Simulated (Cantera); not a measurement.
HBr + H₂O + O₂ (abatement and gas-phase synthesis)

Input: 1 mol HBr, 0.42 mol H₂O, a varied amount of O₂, equilibrated at 1100 °C and 26.0 bar.

Equilibrium computed with Cantera from the NASA thermochemical tables; the gas is ideal and each condensed phase is pure. Candidate condensed phases: Br₂, H₂O; 12 gas species. Kinetics and transport are ignored.

From 0.1 mol O₂ to 1.5 mol O₂ nothing is condensed.

```
n(O₂) (mol)  x H₂O     x O₂   x HBr  x Br₂    x Br     x OH     x H₂     x HO₂
-----------  -----  -------  ------  -----  ------  -------  -------  --------
0.1          0.434  1.53e-6   0.420  0.135  0.0103  1.12e-6  2.04e-5  4.77e-11
0.15         0.504  2.37e-5   0.280  0.204  0.0127  2.40e-6  6.01e-6  4.02e-10
0.22         0.590  0.00410  0.0999  0.290  0.0151  9.40e-6  5.36e-7   2.07e-8
0.32         0.579   0.0588  0.0513  0.295  0.0153  1.81e-5  1.39e-7   1.51e-7
0.46         0.536    0.136  0.0385  0.275  0.0147  2.15e-5  8.43e-8   2.73e-7
0.68         0.475    0.237  0.0298  0.245  0.0139  2.33e-5  5.68e-8   3.90e-7
1            0.407    0.347  0.0232  0.210  0.0129  2.37e-5  4.01e-8   4.81e-7
1.5          0.332    0.468  0.0176  0.171  0.0116  2.31e-5  2.82e-8   5.43e-7
```
x: gas mole fraction; nothing condenses.
